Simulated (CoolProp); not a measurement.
Values from CoolProp's reference Helmholtz-energy equation of state, Marx 1992.

Question: For R113, give the phase and the density (kg/m³), Joule-Thomson coefficient (K/MPa), expansivity (1/kK), fugacity coefficient at 467.7 K and 7.49 bar.

Answer: 
- 467.7 K and 7.49 bar: gas; density 39.7, Joule-Thomson coefficient 11.3, expansivity 2.92, fugacity coefficient 0.916
